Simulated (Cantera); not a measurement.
Charge: 1 mol SiO₂, 1.8 mol HBr, 1 mol O₂, held at 0.133 bar.

Equilibrium computed with Cantera from the NASA thermochemical tables; the gas is ideal and each condensed phase is pure. Candidate condensed phases: Br₂, H₂O, Si, SiO₂; 28 gas species. The tables hold silica as quartz up to 1696 K and as liquid above; real silica turns to tridymite and cristobalite and melts near 1996 K. Gases not in the tables: Si(OH)₄. Equilibrium is a limit: real reactors are often held back by kinetics, nucleation or transport.

Problem. Which condensed phases are stable at each of these points (T (K)): 698, 773, 848, 923, 998, 1073, 1148, 1223, 1298, 1373, 1448, 1523, 1598?

Solution. 
```
T (K)  condensed phases  Si condensed (%)
-----  ----------------  ----------------
698      SiO₂(α-quartz)             100.0
773      SiO₂(α-quartz)             100.0
848      SiO₂(β-quartz)             100.0
923      SiO₂(β-quartz)             100.0
998      SiO₂(β-quartz)             100.0
1073     SiO₂(β-quartz)             100.0
1148     SiO₂(β-quartz)             100.0
1223     SiO₂(β-quartz)             100.0
1298     SiO₂(β-quartz)             100.0
1373     SiO₂(β-quartz)             100.0
1448     SiO₂(β-quartz)             100.0
1523     SiO₂(β-quartz)             100.0
1598     SiO₂(β-quartz)             100.0
```

From 698 K to 773 K the condensed part is SiO₂(α-quartz). From 848 K to 1598 K the condensed part is SiO₂(β-quartz).
